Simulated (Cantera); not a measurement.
# Silicon epitaxy and polysilicon growth: Si₃H₈ + Cl₂ + N₂ + HCl

Input: 1 mol Si₃H₈, 0.15 mol Cl₂, 8 mol N₂, 4.3 mol HCl, equilibrated at 2.78 Torr.

These are equilibrium values from Cantera (NASA tables, ideal gas, pure condensed phases), not measurements of a reactor. Candidate condensed phases: NH₄Cl, Si, Si₃N₄; 28 gas species. The feed counts by its element totals alone. N₂ is the only nitrogen source here; it is nearly inert below about 1500 K, so the nitride shown seldom forms there in practice. The tables' values for SiCl₃, SiCl are old estimates; treat these amounts as uncertain. Rates play no part.

From 898 K to 1698 K the condensed part is Si₃N₄(s). The main Si-bearing gas is SiCl₄ at 898 K and SiCl₂ at 1698 K. The share of Si in condensed phases is highest at 1198 K (97.3 %) and lowest at 1698 K (49.3 %).

```tsv
T (K)	log p N₂	log p H₂	log p HCl	log p SiCl₂	log p SiCl₄	n Si₃N₄(s)
898	-2.81	-2.97	-2.98	-9.66	-4.44	0.953
998	-2.81	-2.98	-2.97	-8.08	-4.56	0.964
1098	-2.81	-2.99	-2.96	-6.79	-4.68	0.971
1198	-2.81	-2.99	-2.96	-5.73	-4.78	0.973
1298	-2.81	-2.99	-2.97	-4.86	-4.92	0.959
1398	-2.80	-2.97	-3.01	-4.21	-5.21	0.897
1498	-2.79	-2.94	-3.11	-3.79	-5.75	0.768
1598	-2.78	-2.91	-3.26	-3.56	-6.49	0.618
1698	-2.78	-2.89	-3.43	-3.45	-7.30	0.493
```
log p: log10 of the partial pressure in bar; n: condensed amount in mol.
